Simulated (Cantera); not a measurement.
Input (Python, Cantera) and output of one run.

```python
import numpy as np
import cantera as ct

gas_names = """
    C CN CO CO2 C2 CCN CNC C2N2 C2O C3 C3O2 C4 C4N2 C5 N NCO NO NO2 NO3 N2 N2O O O2 O3 Si SiC SiC2 SiN
    SiO SiO2 Si2 Si2C Si2N Si3
""".split()
cond_names = """
    C(gr) Si(cr) Si(L) SiC(b) SiO2(Lqz) SiO2(hqz) SiO2(L) Si2N2O(s) Si3N4(a)
""".split()


# ... load() reads the species with a 1 bar reference pressure and builds the phases ...
atoms = {
    'Si3N4': {'Si': 3, 'N': 4},
    'CO2': {'C': 1, 'O': 2},
    'N2': {'N': 2},
}
top_T = {'C(gr)': 4500, 'SiC(b)': 3050, 'Si2N2O(s)': 2100, 'Si3N4(a)': 2400}  # K; cautious upper limits of use, not melting points


# ... equilibrate(T, P, feed) seeds the gas with the atoms and calls Mixture.equilibrate('TP', solver="vcs", rtol=1e-11, max_steps=5000) ...
results = []
feed = {'Si3N4': 1, 'CO2': 3.6, 'N2': 4.5}  # mol
T = 1100  # K
P = 590000  # Pa
mix = equilibrate(T, P, feed)
results.append((T, P, feed, dict(zip(mix.species_names, mix.species_moles))))
print(gas.report(threshold=0.001))
for i in range(1, mix.n_phases):
    print(f"{mix.phase(i).name:16s} {mix.phase_moles(i):12.5e} mol")
```

Output:

```
       temperature   1100 K
          pressure   5.9e+05 Pa
           density   1.8173 kg/m^3
  mean mol. weight   28.171 kg/kmol
   phase of matter   gas

                          1 kg             1 kmol
                     ---------------   ---------------
          enthalpy        2.0724e+05        5.8382e+06  J
   internal energy       -1.1741e+05       -3.3077e+06  J
           entropy            7867.8        2.2165e+05  J/K
    Gibbs function       -8.4473e+06       -2.3797e+08  J
 heat capacity c_p            1187.8             33463  J/K
 heat capacity c_v            892.71             25149  J/K

                      mass frac. Y      mole frac. X     chem. pot. / RT
                     ---------------   ---------------   ---------------
                CO           0.13686           0.13765           -38.149
               CO2          0.015414         0.0098667           -74.634
                N2           0.84773           0.85248           -23.498
     [  +31 minor]          7.26e-13         3.815e-13

C(gr)             2.47523e+00 mol
Si(cr)            0.00000e+00 mol
SiC(b)            0.00000e+00 mol
SiO2(hqz)         3.00000e+00 mol
Si2N2O(s)         0.00000e+00 mol
Si3N4(a)          0.00000e+00 mol
```

Cantera equilibrium calculation (NASA polynomials, part measured and part estimated; ideal gas, pure solids and liquids).
